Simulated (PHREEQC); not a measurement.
Silver or lead bath (model solution)

Solution (92 °C): 0.00046 mol/kgw Ag2SO4 and 0.035 mol/kgw HBF4. Closed to the air; pH follows from the charge balance.

All values are PHREEQC results (ion-association model, wateq4f.dat), not measurements.

Precipitation was switched off in this run.

Problem. Estimate the pH, ionic strength.

Solution. pH 1.62; ionic strength 0.0290 mol/kgw.

Problem. In which forms is F present?

Solution. BF4- 75 %, HF 21 %, BF3OH- 2.9 %, BF2(OH)2- 0.9 % of the F.

Species that the database lacks are ignored. Constants without temperature data keep their 25 °C values here. Real BF4- forms and hydrolyses slowly; the run takes it at equilibrium.
